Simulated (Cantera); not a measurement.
Input: 1 mol MgO, 0.056 mol SO3, 6.9 mol H2O, 1.6 mol H2S, equilibrated at 925 K and 13.3 mbar.

Method: chemical equilibrium by Gibbs-energy minimisation in Cantera with the NASA 1993 tables (ideal gas, pure condensed phases). Gases not in the tables: S3 to S7. The numbers say what is thermodynamically allowed, not how fast it happens.

| species | before | after |
|---|---|---|
| H2O | 0.805 | 0.976 |
| SO2 | 0.00295 | 0.0123 |
| H2 | 0.0262 | 0.00617 |
| H2S | 0.144 | 0.00534 |
| S2 | 0.0214 | 0.000530 |
| S2O | 6.25e-5 | 7.95e-6 |
| MgO(s), mol | 1.00 | 1.00 |
Gas species are given as mole fractions.

**Question.** Which change was made?
A) temperature from 925 K to 1223 K
B) H2O from 6.9 to 1.2 mol
C) H2S from 1.6 to 0.076 mol
D) temperature from 925 K to 1173.15 K

**Answer.** C, H2S from 1.6 to 0.076 mol
